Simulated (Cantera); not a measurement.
An adiabatic, constant-pressure homogeneous reactor starts with CH4 : O2 : N2 = 1 : 2.11 : 7.92 (molar parts), equivalence ratio 0.95, at 1325 K and 1.01 bar. Integrator tolerance rtol = 1e-08.

Detailed kinetics in Cantera: GRI-Mech 3.0 (53 species, 325 reactions).

Problem. What does this change do: CH4 1 to 1.8 parts?

Solution. 
```tsv
quantity	before	after
time of steepest temperature rise	8.24 ms	11.3 ms
temperature at 4.00 s	2655 K	2523 K
equilibrium temperature	2655 K	2523 K
x(CH4) at 4.00 s	<1e-12 (gas-phase equilibrium <1e-12)	2.83e-12 (gas-phase equilibrium 3.21e-12)
x(O2) at 4.00 s	0.0219 (gas-phase equilibrium 0.0219)	8.49e-5 (gas-phase equilibrium 8.49e-5)
x(CO2) at 4.00 s	0.0571 (gas-phase equilibrium 0.0571)	0.0244 (gas-phase equilibrium 0.0244)
x(OH) at 4.00 s	0.0160 (gas-phase equilibrium 0.0160)	0.00272 (gas-phase equilibrium 0.00272)
x(NO) at 4.00 s	0.00900 (gas-phase equilibrium 0.00900)	0.000418 (gas-phase equilibrium 0.000418)
x(CH2O) at 4.00 s	1.55e-10 (gas-phase equilibrium 1.55e-10)	4.90e-9 (gas-phase equilibrium 4.90e-9)
```

Problem. What does this change do: pressure from 1.01 bar to 0.460 bar?

Solution. 
```json
[
 {"quantity": "time of steepest temperature rise", "before": "8.24 ms", "after": "14.9 ms"},
 {"quantity": "temperature at 4.00 s", "before": "2655 K", "after": "2605 K"},
 {"quantity": "equilibrium temperature", "before": "2655 K", "after": "2605 K"},
 {"quantity": "x(CH4) at 4.00 s", "before": "<1e-12 (gas-phase equilibrium <1e-12)", "after": "<1e-12 (gas-phase equilibrium <1e-12)"},
 {"quantity": "x(O2) at 4.00 s", "before": "0.0219 (gas-phase equilibrium 0.0219)", "after": "0.0235 (gas-phase equilibrium 0.0235)"},
 {"quantity": "x(CO2) at 4.00 s", "before": "0.0571 (gas-phase equilibrium 0.0571)", "after": "0.0544 (gas-phase equilibrium 0.0544)"},
 {"quantity": "x(OH) at 4.00 s", "before": "0.0160 (gas-phase equilibrium 0.0160)", "after": "0.0170 (gas-phase equilibrium 0.0170)"},
 {"quantity": "x(NO) at 4.00 s", "before": "0.00900 (gas-phase equilibrium 0.00900)", "after": "0.00862 (gas-phase equilibrium 0.00862)"},
 {"quantity": "x(CH2O) at 4.00 s", "before": "1.55e-10 (gas-phase equilibrium 1.55e-10)", "after": "8.50e-11 (gas-phase equilibrium 8.50e-11)"}
]
```
